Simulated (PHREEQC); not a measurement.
Spent oxide etchant: speciation

Make-up at 25 °C: 0.0036 mol HF, 0.0067 mol (NH4)2SiF6, 0.013 mol HBF4 and 0.05 mol HCl per kg of water. Closed to the air; pH follows from the charge balance.

Equilibrium calculation in PHREEQC: ion-association model, phreeqc.dat.

This is a speciation only: nothing precipitates in the calculation.

### Question
What pH does the model give?

### Answer
pH 1.29.

### Question
In which forms is B present?

### Answer
BF4- 86 %, H3BO3 10 %, BF3OH- 3.2 % of the B.

Complexes and solids missing from the database can't appear. SiF6-2 is the database's only silicon fluoride. Real BF4- forms and hydrolyses slowly; the run takes it at equilibrium.
